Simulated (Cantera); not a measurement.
Charge: 1 mol SiH₄, 2.2 mol O₃, 64 mol N₂, equilibrated at 13.3 mbar.

Cantera equilibrium calculation (NASA polynomials, part measured and part estimated; ideal gas, pure solids and liquids). Candidate condensed phases: H₂O, Si, SiO₂, Si₂N₂O, Si₃N₄; 35 gas species. The tables hold silica as quartz up to 1696 K and as liquid above; real silica turns to tridymite and cristobalite and melts near 1996 K. Kinetics and transport are ignored.

x: gas mole fraction; n: condensed amount in mol.

```tsv
T (°C)	x N₂	x H₂O	x O₂	x NO	x OH	n SiO₂(α-quartz)	n SiO₂(β-quartz)	n SiO₂(condensed)
325	0.951	0.0297	0.0193	6.45e-9	<1e-12	1.00	0	0
425	0.951	0.0297	0.0193	8.97e-8	___	1.00	0	0
525	0.951	0.0297	0.0193	6.45e-7	___	1.00	0	0
625	0.951	0.0297	0.0193	2.99e-6	___	0	1.00	0
725	0.951	0.0297	0.0193	1.02e-5	___	0	1.00	0
825	0.951	0.0297	0.0193	2.78e-5	___	0	1.00	0
925	0.951	0.0297	0.0193	6.41e-5	___	0	1.00	0
1025	0.951	0.0297	0.0192	0.000130	___	0	1.00	0
1125	0.951	0.0297	0.0192	0.000238	___	0	1.00	0
1225	0.951	0.0297	0.0191	0.000401	___	0	1.00	0
1325	0.951	0.0296	0.0190	0.000633	___	0	1.00	0
1425	0.950	0.0295	0.0188	0.000945	___	0	0	1.000
1525	0.950	0.0293	0.0185	0.00134	___	0	0	1.000
1625	0.949	0.0289	0.0181	0.00184	___	0	0	0.999
```

Problem. Fill in the missing entries.

Solution. 
- 425, x OH: 2.19e-11
- 525, x OH: 7.25e-10
- 625, x OH: 1.10e-8
- 725, x OH: 9.77e-8
- 825, x OH: 5.81e-7
- 925, x OH: 2.57e-6
- 1025, x OH: 9.05e-6
- 1125, x OH: 2.66e-5
- 1225, x OH: 6.77e-5
- 1325, x OH: 0.000153
- 1425, x OH: 0.000314
- 1525, x OH: 0.000591
- 1625, x OH: 0.00104
